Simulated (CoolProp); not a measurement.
Properties of 1,2-dichloroethane along the isobar 2.87 MPa (Tc = 561.6 K, pc = 5.226 MPa, ω = 0.269).

Values from CoolProp's reference Helmholtz-energy equation of state, Thol 2015.

```csv
T (K),phase,Z,cp (kJ/(kg K)),speed of sound (m/s),fugacity coefficient
436.6,liquid,0.07660,1.487,681.8,0.2434
443.7,liquid,0.07644,1.503,[?],0.2756
450.7,liquid,0.07634,[?],628.0,0.3098
457.8,liquid,0.07632,1.537,600.8,0.3470
464.8,liquid,0.07638,1.556,573.7,0.3861
471.8,liquid,[?],1.578,546.4,0.4277
478.9,liquid,0.07677,1.603,518.3,[?]
485.9,liquid,0.07712,[?],490.0,0.5185
493,liquid,0.07761,1.668,460.6,0.5677
500,liquid,0.07827,1.711,430.5,0.6182
```

Task: Some entries are withheld; supply them.

Result: 
- 443.7, speed of sound (m/s): 654.8
- 450.7, cp (kJ/(kg K)): 1.519
- 471.8, Z: 0.07652
- 478.9, fugacity coefficient: 0.4723
- 485.9, cp (kJ/(kg K)): 1.632
